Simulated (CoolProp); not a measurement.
The fluid at 293.15 K and 0.24 MPa (gas) is heated at constant pressure to 492.7 K. The same conditions are run with several fluids, on thermodynamics alone (safety and materials aside).

Model: reference Helmholtz-energy equation of state of each fluid (sulfur dioxide: Gao 2016; ethane: Bücker 2006; R115: Lemmon 2016; carbonyl sulfide: Lemmon 2006), in CoolProp.

Rank sulfur dioxide, ethane, R115, carbonyl sulfide by heat (kJ/kg), highest first.

ethane (431), R115 (166), carbonyl sulfide (153), sulfur dioxide (139)

```
fluid             final density (kg/m³)
----------------  ---------------------
sulfur dioxide                     3.78
ethane                             1.77
R115                               9.12
carbonyl sulfide                   3.54
```
